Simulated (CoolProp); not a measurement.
A single-stage vapour-compression cycle with R236FA: evaporating at 300.15 K (dew point), condensing at 327.15 K (bubble point), superheat 10 K, subcooling 0 K, compressor efficiency 0.75, no pressure losses. Each further row changes one setting.

The numbers come from the reference Helmholtz-energy equation of state, Pan 2012 in CoolProp.

```csv
case,cooling COP,pressure ratio,discharge temperature (K),refrigerating effect (kJ/kg),volumetric capacity (kJ/m³)
as stated,7.15,2.24,335.3,119,2220
evaporating temperature 305.15 K,9.17,1.90,335.5,122,[?]
condensing temperature 322.15 K,9.09,1.95,[?],125,2340
subcooling 5 K,7.55,2.24,335.3,125,2340
superheat 20 K,[?],2.24,345.2,[?],[?]
compressor efficiency 0.65,[?],2.24,337.9,119,2220
```

**Question.** Fill in the missing entries.

**Answer.** 
- evaporating temperature 305.15 K, volumetric capacity (kJ/m³): 2670
- condensing temperature 322.15 K, discharge temperature (K): 330.8
- superheat 20 K, cooling COP: 7.35
- superheat 20 K, refrigerating effect (kJ/kg): 128
- superheat 20 K, volumetric capacity (kJ/m³): 2290
- compressor efficiency 0.65, cooling COP: 6.20
